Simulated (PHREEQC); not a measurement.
0.64 g of hydrous ferric oxide (600 m²/g; 0.2 weak and 0.005 strong sites per Fe, Dzombak-Morel constants, diffuse double layer) in 1 kg of water with 0.01 mol/kgw of an inert sodium salt and 0.0002 mol/kgw Ag2SO4 and 0.00039 mol/kgw PbCl2, at 25 °C; the pH is set by adding NaOH or the inert anion's acid. O2 is buffered at 0.21 atm. No CO2 enters from the air. No solid was allowed to form.

Equilibrium calculation in PHREEQC: ion-association model, wateq4f.dat.

### Question
Predict S sorbed (%), Pb sorbed (%) at pH = 3.67, 4.33, 5.67, 7.

### Answer
| pH | S sorbed (%) | Pb sorbed (%) |
|---|---|---|
| 3.67 | 100.0 | 8.4 |
| 4.33 | 99.8 | 11.3 |
| 5.67 | 96.3 | 82.3 |
| 7 | 51.9 | 99.8 |

Along this series the solution becomes supersaturated in solids that the run did not let form, among them Cerargyrite. Complexes and solids missing from the database can't appear. The oxide is taken as insoluble; below pH 4 it would dissolve.
